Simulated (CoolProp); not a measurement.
Vapour-liquid equilibrium of carbon dioxide (1) + propylene (2) at 262.7 K; x and y are mole fractions of (1).

Computed with CoolProp (multi-fluid Helmholtz-energy mixture model, Span 1996 and Lemmon 2013; pair parameters Bell 2016).

```json
[
 {"x": "0.05", "bubble pressure, mixture model (kPa)": "598.3", "bubble pressure, Raoult's law (kPa)": "531.6", "y, mixture model": "0.301", "y, Raoult's law": "0.246"},
 {"x": "0.125", "bubble pressure, mixture model (kPa)": "846.5", "bubble pressure, Raoult's law (kPa)": "696.1", "y, mixture model": "0.519", "y, Raoult's law": "0.470"},
 {"x": "0.2", "bubble pressure, mixture model (kPa)": "1072", "bubble pressure, Raoult's law (kPa)": "860.5", "y, mixture model": "0.633", "y, Raoult's law": "0.608"},
 {"x": "0.275", "bubble pressure, mixture model (kPa)": "1274", "bubble pressure, Raoult's law (kPa)": "1025", "y, mixture model": "0.703", "y, Raoult's law": "0.702"},
 {"x": "0.35", "bubble pressure, mixture model (kPa)": "1453", "bubble pressure, Raoult's law (kPa)": "1189", "y, mixture model": "0.751", "y, Raoult's law": "0.769"},
 {"x": "0.425", "bubble pressure, mixture model (kPa)": "1613", "bubble pressure, Raoult's law (kPa)": "1354", "y, mixture model": "0.788", "y, Raoult's law": "0.821"},
 {"x": "0.5", "bubble pressure, mixture model (kPa)": "1758", "bubble pressure, Raoult's law (kPa)": "1518", "y, mixture model": "0.817", "y, Raoult's law": "0.861"},
 {"x": "0.575", "bubble pressure, mixture model (kPa)": "1892", "bubble pressure, Raoult's law (kPa)": "1683", "y, mixture model": "0.843", "y, Raoult's law": "0.893"},
 {"x": "0.65", "bubble pressure, mixture model (kPa)": "2020", "bubble pressure, Raoult's law (kPa)": "1847", "y, mixture model": "0.867", "y, Raoult's law": "0.920"},
 {"x": "0.725", "bubble pressure, mixture model (kPa)": "2144", "bubble pressure, Raoult's law (kPa)": "2012", "y, mixture model": "0.890", "y, Raoult's law": "0.942"},
 {"x": "0.8", "bubble pressure, mixture model (kPa)": "2269", "bubble pressure, Raoult's law (kPa)": "2176", "y, mixture model": "0.916", "y, Raoult's law": "0.961"},
 {"x": "0.875", "bubble pressure, mixture model (kPa)": "2396", "bubble pressure, Raoult's law (kPa)": "2341", "y, mixture model": "0.943", "y, Raoult's law": "0.977"},
 {"x": "0.95", "bubble pressure, mixture model (kPa)": "2526", "bubble pressure, Raoult's law (kPa)": "2505", "y, mixture model": "0.975", "y, Raoult's law": "0.992"}
]
```

The largest gap from Raoult's law is +24.6 % in bubble pressure, at x = 0.2. No azeotrope shows between x = 0.05 and 0.95.

The pair parameters rest on a limited set of measurements; away from them the model extrapolates.
